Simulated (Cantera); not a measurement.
# Hydrogen reduction and annealing atmospheres: Cr₂O₃ + H₂ + N₂

A closed system holds: 1 mol Cr₂O₃, a varied amount of H₂, 21 mol N₂, equilibrated at 1900 °C and 10.0 mbar.

Equilibrium computed with Cantera from the NASA thermochemical tables; the gas is ideal and each condensed phase is pure. Candidate condensed phases: Cr, CrN, Cr₂N, Cr₂O₃, H₂O; 29 gas species. Equilibrium is a limit: real reactors are often held back by kinetics, nucleation or transport.

```json
[
 {"n(H₂) (mol)": "0.72", "log p N₂": "-2.02", "log p H₂": "-3.73", "log p H₂O": "-3.97", "log p Cr": "-4.16", "log p H": "-4.18", "log p CrO": "-4.49", "log p OH": "-5.29", "n Cr₂O₃(s)": "0.882"},
 {"n(H₂) (mol)": "2.1", "log p N₂": "-2.05", "log p H₂": "-3.22", "log p H₂O": "-3.66", "log p Cr": "-3.86", "log p H": "-3.93", "log p CrO": "-4.39", "log p OH": "-5.24", "n Cr₂O₃(s)": "0.781"},
 {"n(H₂) (mol)": "3.4", "log p N₂": "-2.08", "log p H₂": "-3.01", "log p H₂O": "-3.54", "log p Cr": "-3.73", "log p H": "-3.82", "log p CrO": "-4.35", "log p OH": "-5.22", "n Cr₂O₃(s)": "0.704"},
 {"n(H₂) (mol)": "4.7", "log p N₂": "-2.10", "log p H₂": "-2.88", "log p H₂O": "-3.46", "log p Cr": "-3.65", "log p H": "-3.76", "log p CrO": "-4.32", "log p OH": "-5.21", "n Cr₂O₃(s)": "0.634"},
 {"n(H₂) (mol)": "6.1", "log p N₂": "-2.13", "log p H₂": "-2.78", "log p H₂O": "-3.40", "log p Cr": "-3.59", "log p H": "-3.71", "log p CrO": "-4.30", "log p OH": "-5.20", "n Cr₂O₃(s)": "0.563"},
 {"n(H₂) (mol)": "7.4", "log p N₂": "-2.15", "log p H₂": "-2.71", "log p H₂O": "-3.36", "log p Cr": "-3.55", "log p H": "-3.67", "log p CrO": "-4.29", "log p OH": "-5.19", "n Cr₂O₃(s)": "0.500"},
 {"n(H₂) (mol)": "8.8", "log p N₂": "-2.17", "log p H₂": "-2.65", "log p H₂O": "-3.32", "log p Cr": "-3.52", "log p H": "-3.64", "log p CrO": "-4.28", "log p OH": "-5.19", "n Cr₂O₃(s)": "0.434"},
 {"n(H₂) (mol)": "10", "log p N₂": "-2.19", "log p H₂": "-2.61", "log p H₂O": "-3.30", "log p Cr": "-3.49", "log p H": "-3.62", "log p CrO": "-4.27", "log p OH": "-5.18", "n Cr₂O₃(s)": "0.379"},
 {"n(H₂) (mol)": "11", "log p N₂": "-2.21", "log p H₂": "-2.58", "log p H₂O": "-3.28", "log p Cr": "-3.47", "log p H": "-3.61", "log p CrO": "-4.26", "log p OH": "-5.18", "n Cr₂O₃(s)": "0.334"},
 {"n(H₂) (mol)": "13", "log p N₂": "-2.23", "log p H₂": "-2.53", "log p H₂O": "-3.25", "log p Cr": "-3.44", "log p H": "-3.58", "log p CrO": "-4.25", "log p OH": "-5.18", "n Cr₂O₃(s)": "0.245"},
 {"n(H₂) (mol)": "14", "log p N₂": "-2.25", "log p H₂": "-2.51", "log p H₂O": "-3.24", "log p Cr": "-3.43", "log p H": "-3.57", "log p CrO": "-4.25", "log p OH": "-5.17", "n Cr₂O₃(s)": "0.201"}
]
```
log p: log10 of the partial pressure in bar; n: condensed amount in mol.

From 0.72 mol H₂ to 14 mol H₂ the condensed part is Cr₂O₃(s). The main Cr-bearing gas is Cr throughout. The share of Cr in condensed phases is highest at 0.72 mol H₂ (88.2 %) and lowest at 14 mol H₂ (20.1 %).
